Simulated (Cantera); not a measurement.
A closed system holds: 1 mol SiC, 0.0047 mol H2O, 790 mol N2, at 900 K and 0.00825 Torr.

Method: chemical equilibrium by Gibbs-energy minimisation in Cantera with the NASA 1993 tables (ideal gas, pure condensed phases). Candidate condensed phases: C, C6H6, C7H8, C8H18, H2O, Si, SiC, SiO2, Si2N2O, Si3N4; 151 gas species. N2 is the only nitrogen source here; it is nearly inert below about 1500 K, so the nitride shown seldom forms there in practice. Rates play no part.

Base state: N2 1.000 (mole fractions); condensed: C(graphite) + Si2N2O(s) + Si3N4(s).

Q: What changes in the equilibrium state with this change: temperature from 900 K to 1825 K?

A: 
```
species            before    after
----------------  -------  -------
N2                  1.000    0.999
Si                  <1e-9  0.00124
SiC2                <1e-9  2.08e-5
CN                  <1e-9  1.39e-5
H                   <1e-9  1.13e-5
C(graphite), mol    1.000    0.949
Si2N2O(s), mol    0.00470        0
Si3N4(s), mol       0.330        0
```

Q: What changes in the equilibrium state with this change: temperature from 900 K to 1448.15 K?

A: 
```tsv
species	before	after
N2	1.000	1.000
C(graphite), mol	1.000	0
Si2N2O(s), mol	0.00470	0
Si3N4(s), mol	0.330	0
SiC(s), mol	0	0.995
```
